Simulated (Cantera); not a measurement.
Feed: 1 mol NH3, 0.21 mol H2, 0.15 mol O2, equilibrated at 2175 °C and 13.3 mbar.

Cantera equilibrium calculation (NASA polynomials, part measured and part estimated; ideal gas, pure solids and liquids). Candidate condensed phases: H2O; 24 gas species. Equilibrium is a limit: real reactors are often held back by kinetics, nucleation or transport.

**Question.** What is the equilibrium state?

**Answer.** 
| Item | Value |
|---|---|
| x(H2) | 0.536 |
| x(N2) | 0.211 |
| x(H) | 0.126 |
| x(H2O) | 0.120 |
| x(OH) | 0.00551 |
| x(O) | 0.000862 |
| x(NO) | 0.000211 |
| x(O2) | 7.95e-5 |
| gas amount | 2.369 mol |
